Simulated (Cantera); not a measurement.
## Hydrocarbon pyrolysis for carbon deposition

An isothermal, constant-pressure homogeneous reactor starts with C₂H₆ : N₂ = 1 : 4.7 (molar parts), at 1400 K and 0.00700 bar.

Computed with Cantera and GRI-Mech 3.0 (53 species, 325 reactions). GRI-Mech 3.0 stops at C3 and has no aromatics, soot or wall deposition, so with more carbon than oxygen in the feed, carbon stays in small species such as C2H2 where larger ones or solid carbon would form. Radical loss at walls, strong at low pressure, is not modelled.

```tsv
t (s)	x C₂H₆	x C₂H₂	x CH₃	x C₂H	x C₂H₄
0.000700	0.174	6.53e-8	0.00159	<1e-12	0.000336
0.00167	0.168	6.97e-6	0.00329	6.40e-11	0.00331
0.00399	0.146	0.000263	0.00616	1.61e-9	0.0177
0.00951	0.0912	0.00337	0.00684	1.01e-8	0.0522
0.0227	0.0271	0.0173	0.00398	3.38e-8	0.0810
0.0542	0.00277	0.0423	0.00119	3.79e-8	0.0704
0.129	0.000260	0.0609	0.000380	1.85e-8	0.0519
0.308	3.31e-5	0.0737	0.000148	8.74e-9	0.0380
0.736	7.04e-6	0.0840	7.12e-5	4.81e-9	0.0265
1.76	3.40e-6	0.0942	5.13e-5	3.90e-9	0.0151
4.19	3.96e-6	0.104	5.83e-5	4.94e-9	0.00417
10.0	4.88e-6	0.108	6.67e-5	5.99e-9	0.000356
```
x: mole fraction; the columns are a selection and need not sum to one.

Equilibrium at this temperature and pressure: C₂H₆ 4.30e-9, C₂H₂ 0.0813, CH₃ 1.63e-6, C₂H 9.06e-9, C₂H₄ 0.000121 (gas phase only).
